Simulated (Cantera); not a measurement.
Input: 1 mol Fe(CO)₅, 0.32 mol H₂, 0.13 mol O₂, held at 1223.15 K and 10000 Pa.

These are equilibrium values from Cantera (NASA tables, ideal gas, pure condensed phases), not measurements of a reactor. Candidate condensed phases: C, C₆H₆, C₇H₈, C₈H₁₈, Fe, Fe(CO)₅, FeO, Fe(OH)₂, Fe(OH)₃, Fe₂O₃, Fe₃O₄, H₂O; 114 gas species. The numbers say what is thermodynamically allowed, not how fast it happens.

Base state: CO 0.895, H₂ 0.0561, CO₂ 0.0448, H₂O 0.00410 (mole fractions); condensed: Fe(γ).

Problem. What changes in the equilibrium state with this change: 0.93 mol CH₄ added?

Solution. 
| species | before | after |
|---|---|---|
| CO | 0.895 | 0.706 |
| H₂ | 0.0561 | 0.293 |
| CO₂ | 0.0448 | 0.000684 |
| CH₄ | 1.03e-7 | 0.000114 |
| H₂O | 0.00410 | 0.000415 |
| Fe(γ), mol | 1.00 | 1.00 |
| C(graphite), mol | 0 | 0.677 |
Condensed phases not in the tables: cementite and carbon dissolved in iron.
